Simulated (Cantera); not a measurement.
Charge: 1 mol S, 0.06 mol O₂, 5.3 mol H₂, equilibrated at 1425 K and 3500 Pa.

These are equilibrium values from Cantera (NASA tables, ideal gas, pure condensed phases), not measurements of a reactor. Candidate condensed phases: H₂O, H₂SO₄, S; 19 gas species. Equilibrium is a limit: real reactors are often held back by kinetics, nucleation or transport.

### Question
What is the equilibrium state?

### Answer
| Quantity | Result |
|---|---|
| x(H₂) | 0.820 |
| x(H₂S) | 0.131 |
| x(S₂) | 0.0256 |
| x(H₂O) | 0.0220 |
| x(SH) | 0.00172 |
| x(H) | 3.30e-5 |
| x(S) | 1.39e-5 |
| x(SO) | 4.09e-6 |
| x(S₂O) | 1.21e-6 |
| gas amount | 5.444 mol |
| log10 activity of S(l) (absent) | -2.65 |
